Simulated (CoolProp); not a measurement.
Aqueous ammonia as a coolant, 14 % by mass, freezing at -21.1 °C, 1 atm.

The numbers come from the Melinder's fits for secondary coolants in CoolProp.

| T (°C) | Prandtl number | density (kg/m³) | conductivity (W/(m K)) | viscosity (mPa s) |
|---|---|---|---|---|
| -1.6 | (withheld) | 949.9 | (withheld) | 2.21 |
| 0.6 | 18.3 | 949.4 | 0.475 | 2.06 |
| 2.8 | 17.0 | 948.8 | 0.479 | 1.92 |
| 5 | 15.8 | 948.2 | 0.482 | 1.80 |
| 7.2 | 14.7 | 947.5 | 0.486 | (withheld) |
| 9.4 | 13.7 | 946.8 | 0.489 | 1.59 |
| 11.6 | 12.8 | 946.1 | 0.493 | 1.50 |
| 13.7 | 12.0 | 945.4 | 0.497 | 1.41 |
| 15.9 | 11.2 | 944.6 | 0.500 | 1.33 |
| 18.1 | 10.5 | 943.8 | 0.504 | 1.26 |
| 20.3 | 9.80 | 943.0 | 0.508 | (withheld) |
| 22.5 | 9.16 | (withheld) | 0.512 | 1.12 |
| 24.7 | 8.56 | 941.2 | 0.516 | 1.05 |
| 26.9 | 8.00 | 940.3 | 0.521 | 0.992 |

Fill in the missing entries.


- -1.6, Prandtl number: 19.8
- -1.6, conductivity (W/(m K)): 0.471
- 7.2, viscosity (mPa s): 1.69
- 20.3, viscosity (mPa s): 1.19
- 22.5, density (kg/m³): 942.1
